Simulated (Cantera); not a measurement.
Mixture: CH4 : C2H6 : C3H8 : O2 : N2 = 1 : 0.036 : 0.56 : 12 : 44.5 (molar parts), equivalence ratio 0.41, at 101000 Pa, adiabatic and at constant volume. Ignition delay is the time to a rise of 400 K.

Model: GRI-Mech 3.0 (53 species, 325 reactions), integrated in Cantera. GRI-Mech 3.0 was tuned for natural gas; its chemistry of propane as a main component is partial and can be far from experiment.

Task: Predict: delay at 1223 K; delay at 1323 K; delay at 1423 K; delay at 1523 K; apparent activation energy between 1473 and 1573 K.

Result: 
| Property | Value |
|---|---|
| delay at 1223 K | 3.66 ms |
| delay at 1323 K | 0.684 ms |
| delay at 1423 K | 0.186 ms |
| delay at 1523 K | 70.5 µs |
| apparent activation energy between 1473 and 1573 K | 160 kJ/mol |
